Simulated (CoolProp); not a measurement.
Acetone along the isotherm 275.9 K: density (kg/m³) from the reference equation and from simpler models built on Tc = 508.1 K, pc = 4.692 MPa, ω = 0.307; each cubic takes its own stable root.

The numbers come from the reference Helmholtz-energy equation of state, Lemmon 2006 in CoolProp. It is a short technical equation, of lower accuracy than the large ones.

```csv
p (MPa),phase,reference,van der Waals,Redlich-Kwong,Soave-Redlich-Kwong,Peng-Robinson
3.13,liquid,811.8,417.1,614.0,632.4,711.6
6.26,liquid,814.3,421.4,617.2,634.7,713.8
9.38,liquid,816.8,425.2,620.2,636.8,715.8
12.5,liquid,819.2,428.6,623.0,638.9,717.7
15.6,liquid,821.5,431.7,625.7,640.8,719.5
18.8,liquid,823.9,434.5,628.3,642.7,721.3
21.9,liquid,826.1,437.1,630.6,644.5,723.0
25,liquid,828.3,439.4,632.9,646.2,724.6
28.2,liquid,830.4,441.7,635.1,647.9,726.2
31.3,liquid,832.5,443.7,637.1,649.4,727.7
34.4,liquid,834.5,445.6,639.1,650.9,729.1
37.5,liquid,836.5,447.4,641.0,652.4,730.5
40.7,liquid,838.5,449.1,642.8,653.8,731.9
43.8,liquid,840.3,450.7,644.5,655.2,733.2
46.9,liquid,842.2,452.1,646.2,656.5,734.5
```
